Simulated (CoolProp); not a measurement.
A Linde-Hampson liquefier for carbon monoxide: isothermal reversible compression at 290 K from 1 atm to 15 MPa, throttling to 1 atm, return gas leaving the recuperator 2 K below the feed. Each further row changes one setting.

The numbers come from the reference Helmholtz-energy equation of state, Lemmon 2006 in CoolProp. It is a short technical equation, of lower accuracy than the large ones.

```json
[
 {"case": "as stated", "liquid yield per pass": "0.073", "compression work (kJ/kg of gas)": "428"},
 {"case": "high pressure 30 MPa", "liquid yield per pass": "0.108", "compression work (kJ/kg of gas)": "490"},
 {"case": "warm-end temperature 320 K", "liquid yield per pass": "0.053", "compression work (kJ/kg of gas)": "475"},
 {"case": "warm-end gap 7 K", "liquid yield per pass": "0.062", "compression work (kJ/kg of gas)": "428"}
]
```
